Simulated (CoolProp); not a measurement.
A Linde-Hampson liquefier for ethane: isothermal reversible compression at 320 K from 1 atm to 10 MPa, throttling to 1 atm, return gas leaving the recuperator 5 K below the feed. Each further row changes one setting.

Values from CoolProp's reference Helmholtz-energy equation of state, Bücker 2006.

```tsv
case	liquid yield per pass	compression work (kJ/kg of gas)
as stated	0.426	338
high pressure 20 MPa	0.458	366
warm-end temperature 350 K	0.279	395
warm-end gap 10 K	0.418	338
```
